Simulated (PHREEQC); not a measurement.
Model water analysis in mg/L, 25 °C, pH 7.86, pe 11.2:

```json
[
 {"constituent": "Na", "mg/L": "29.5"},
 {"constituent": "K", "mg/L": "5.41"},
 {"constituent": "Ca", "mg/L": "95.4"},
 {"constituent": "Mg", "mg/L": "56"},
 {"constituent": "Cl", "mg/L": "19.3"},
 {"constituent": "S(6) as SO4", "mg/L": "446"},
 {"constituent": "Alkalinity as HCO3", "mg/L": "47.6"},
 {"constituent": "O(0) (dissolved oxygen)", "mg/L": "7.56"},
 {"constituent": "Br", "mg/L": "2.61"},
 {"constituent": "Cd", "mg/L": "1.94"},
 {"constituent": "Pb", "mg/L": "5.18"},
 {"constituent": "N(5) as NO3", "mg/L": "0.87"}
]
```

Valence states are taken as typed.

Computed with PHREEQC (ion-association model, phreeqc.dat).

```json
{
 "ionic_strength": "0.0159 mol/kgw",
 "specific_conductance": "972 µS/cm",
 "charge_balance_error": "1.3 %"
}
```

```
species  molality  activity   log γ
-------  --------  --------  ------
SO4-2     0.00361   0.00221  -0.214
Ca+2      0.00191   0.00118  -0.211
Mg+2      0.00174   0.00108  -0.206
Na+       0.00127   0.00112  -0.054
HCO3-    0.000695  0.000616  -0.053
MgSO4    0.000557  0.000558   0.002
Cl-      0.000544  0.000479  -0.056
CaSO4    0.000459  0.000461   0.002
O2       0.000236  0.000237   0.002
K+       0.000136  0.000120  -0.056
Br-       3.27e-5   2.86e-5  -0.057
PbCO3     2.18e-5   2.18e-5   0.002
CO2       1.90e-5   1.91e-5   0.002
NO3-      1.40e-5   1.23e-5  -0.057
NaSO4-    1.40e-5   1.24e-5  -0.053
Cd+2      1.19e-5   7.19e-6  -0.219
```

This is a speciation only: nothing precipitates in the calculation. The solution is supersaturated, for example in Pb(OH)2, Otavite, so a real one may precipitate; this is no full list.
